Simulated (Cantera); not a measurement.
Input: 1 mol SiO2, 0.35 mol H2, 0.32 mol H2O, held at 1323 K and 1.00 bar.

Cantera equilibrium calculation (NASA polynomials, part measured and part estimated; ideal gas, pure solids and liquids). Candidate condensed phases: H2O, Si, SiO2; 18 gas species. The tables hold silica as quartz up to 1696 K and as liquid above; real silica turns to tridymite and cristobalite and melts near 1996 K. Gases not in the tables: Si(OH)4. The numbers say what is thermodynamically allowed, not how fast it happens.

Base state: H2 0.522, H2O 0.478 (mole fractions); condensed: SiO2(β-quartz).

What changes in the equilibrium state with this change: 0.1 mol CO2 added?


| species | before | after |
|---|---|---|
| H2O | 0.478 | 0.492 |
| H2 | 0.522 | 0.378 |
| CO | 0 | 0.0763 |
| CO2 | 0 | 0.0535 |
| SiO2(β-quartz), mol | 1.00 | 1.00 |
Further candidate phases: C, C6H6, C7H8, C8H18, SiC.
